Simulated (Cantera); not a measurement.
A closed system holds: 1 mol PbO, 0.65 mol H₂.

Equilibrium computed with Cantera from the NASA thermochemical tables; the gas is ideal and each condensed phase is pure. Candidate condensed phases: H₂O, Pb, PbO, PbO₂, Pb₃O₄; 12 gas species. Each liquid is taken as pure. Mutual solubility and eutectic melting of coexisting phases are not modelled. Equilibrium is a limit: real reactors are often held back by kinetics, nucleation or transport.

What condenses at these points (T in K, P in Pa): (1148, 10); (1148, 52); (898, 1400); (973, 270); (1048, 37000)?


```csv
T (K),P in Pa,condensed phases,Pb condensed (%)
1148,10,gas only,0.0
1148,52,PbO,29.4
898,1400,Pb + PbO,100.0
973,270,Pb + PbO,99.8
1048,37000,Pb + PbO,100.0
```
